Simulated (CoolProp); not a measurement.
The fluid at 883.4 K and 0.872 MPa is throttled through a valve to 0.229 MPa with no heat exchange. The same conditions are run with several fluids, on thermodynamics alone (safety and materials aside).

The numbers come from the reference Helmholtz-energy equation of state of each fluid (water: Wagner 2002; nitrogen: Span 2000; normal hydrogen: Leachman 2009; dry air: Lemmon 2000; oxygen: Schmidt 1985) in CoolProp. Blends and air are pseudo-pure fits.

| fluid | temperature change (K) | final density (kg/m³) |
|---|---|---|
| water | -2.2 | 0.564 |
| nitrogen | +0.3 | 0.872 |
| normal hydrogen | +0.4 | 0.0628 |
| dry air | +0.3 | 0.902 |
| oxygen | +0.1 | 0.997 |

Above 300 K oxygen's equation is extrapolated.
